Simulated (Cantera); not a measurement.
An adiabatic, constant-volume homogeneous reactor starts with CH4 : CO : O2 : N2 = 1 : 0.11 : 4.37 : 16.4 (molar parts), equivalence ratio 0.47, at 1823 K and 500000 Pa. Integrator tolerance rtol = 1e-08.

Computed with Cantera and GRI-Mech 3.0 (53 species, 325 reactions).

Task: What does this change do: constant pressure in place of constant volume?

Result: 
```
quantity                                                            before                                    after
---------------------------------  ---------------------------------------  ---------------------------------------
time of steepest temperature rise                                  21.9 µs                                  22.9 µs
temperature at 6.00 s                                               2783 K                                   2638 K
equilibrium temperature                                             2783 K                                   2638 K
x(CH4) at 6.00 s                     <1e-12 (gas-phase equilibrium <1e-12)    <1e-12 (gas-phase equilibrium <1e-12)
x(CO) at 6.00 s                    0.00727 (gas-phase equilibrium 0.00727)  0.00490 (gas-phase equilibrium 0.00490)
x(O2) at 6.00 s                      0.0919 (gas-phase equilibrium 0.0919)    0.0944 (gas-phase equilibrium 0.0944)
x(HO2) at 6.00 s                   2.23e-5 (gas-phase equilibrium 2.23e-5)  1.51e-5 (gas-phase equilibrium 1.51e-5)
x(CH2) at 6.00 s                     <1e-12 (gas-phase equilibrium <1e-12)    <1e-12 (gas-phase equilibrium <1e-12)
x(H2) at 6.00 s                    0.00198 (gas-phase equilibrium 0.00198)  0.00137 (gas-phase equilibrium 0.00137)
```

Task: What does this change do: initial temperature 1823 to 1550 K?

Result: 
```csv
quantity,before,after
time of steepest temperature rise,21.9 µs,0.155 ms
temperature at 6.00 s,2783 K,2628 K
equilibrium temperature,2783 K,2628 K
x(CH4) at 6.00 s,<1e-12 (gas-phase equilibrium <1e-12),<1e-12 (gas-phase equilibrium <1e-12)
x(CO) at 6.00 s,0.00727 (gas-phase equilibrium 0.00727),0.00368 (gas-phase equilibrium 0.00368)
x(O2) at 6.00 s,0.0919 (gas-phase equilibrium 0.0919),0.0948 (gas-phase equilibrium 0.0948)
x(HO2) at 6.00 s,2.23e-5 (gas-phase equilibrium 2.23e-5),1.70e-5 (gas-phase equilibrium 1.70e-5)
x(CH2) at 6.00 s,<1e-12 (gas-phase equilibrium <1e-12),<1e-12 (gas-phase equilibrium <1e-12)
x(H2) at 6.00 s,0.00198 (gas-phase equilibrium 0.00198),0.00102 (gas-phase equilibrium 0.00102)
```
